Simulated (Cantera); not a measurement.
Input: 1 mol Al2O3, 1.6 mol H2, equilibrated at 12.0 Pa.

Equilibrium computed with Cantera from the NASA thermochemical tables; the gas is ideal and each condensed phase is pure. Candidate condensed phases: Al, Al2O3, H2O; 19 gas species. Equilibrium is a limit: real reactors are often held back by kinetics, nucleation or transport.

### Question
Which condensed phases are stable at each of these points (T (K)): 2298, 2373, 2448, 2523, 2598, 2673, 2748, 2823, 2898?

### Answer
```json
[
 {"T (K)": "2298", "condensed phases": "Al2O3(s)", "Al condensed (%)": "97.7"},
 {"T (K)": "2373", "condensed phases": "Al2O3(l)", "Al condensed (%)": "95.5"},
 {"T (K)": "2448", "condensed phases": "Al2O3(l)", "Al condensed (%)": "90.0"},
 {"T (K)": "2523", "condensed phases": "Al2O3(l)", "Al condensed (%)": "73.7"},
 {"T (K)": "2598", "condensed phases": "gas only", "Al condensed (%)": "0.0"},
 {"T (K)": "2673", "condensed phases": "gas only", "Al condensed (%)": "0.0"},
 {"T (K)": "2748", "condensed phases": "gas only", "Al condensed (%)": "0.0"},
 {"T (K)": "2823", "condensed phases": "gas only", "Al condensed (%)": "0.0"},
 {"T (K)": "2898", "condensed phases": "gas only", "Al condensed (%)": "0.0"}
]
```

At 2298 K the condensed part is Al2O3(s). From 2373 K to 2523 K the condensed part is Al2O3(l). From 2598 K to 2898 K nothing is condensed.
